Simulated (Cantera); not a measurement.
A diamond (100) surface in a fixed gas of H2 with x(CH4) = 0.0067, x(H) = 0.048, x(CH3) = 0.0015, 0.0118 atm; coverages are run to steady state.

Computed with Cantera and the Harris–Goodwin 1993 mechanism for the reconstructed diamond (100) surface.

θ: site fractions in the mechanism's names (c6HH fully hydrogenated, c6H* and c6*H radical sites, c6** diradical, c6HM methylated).

```csv
T (K),growth (µm/h),θ c6HH,θ c6H*,θ c6*H,θ c6**,θ c6HM
900,[?],0.670,0.0102,0.284,0.00424,0.0256
975,[?],0.605,0.0159,0.347,0.00793,0.0183
1050,[?],0.542,0.0226,0.403,0.0134,0.0130
1125,[?],0.485,0.0302,0.451,0.0210,0.00819
1200,[?],0.435,0.0384,0.490,0.0307,0.00377
1275,[?],0.389,0.0467,0.519,0.0426,0.00122
1350,[?],0.349,0.0547,0.539,0.0564,0.000337
```

Problem. What belongs in the gaps?

Solution. 
- 900, growth (µm/h): 5.47
- 975, growth (µm/h): 8.22
- 1050, growth (µm/h): 11.1
- 1125, growth (µm/h): 12.3
- 1200, growth (µm/h): 9.86
- 1275, growth (µm/h): 6.43
- 1350, growth (µm/h): 5.10
